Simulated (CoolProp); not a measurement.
The fluid at 298.15 K and 0.241 MPa (gas) is heated at constant pressure to 311.2 K. The same conditions are run with several fluids, on thermodynamics alone (safety and materials aside).

The numbers come from the reference Helmholtz-energy equation of state of each fluid (isobutene: Lemmon 2005; carbon dioxide: Span 1996; dry air: Lemmon 2000; chlorine: Thol 2021; R125: Lemmon 2005) in CoolProp. Blends and air are pseudo-pure fits.

```
fluid           heat (kJ/kg)  final density (kg/m³)
--------------  ------------  ---------------------
isobutene               22.4                   5.55
carbon dioxide          11.3                   4.14
dry air                 13.2                   2.70
chlorine                6.62                   6.78
R125                    10.7                   11.5
```
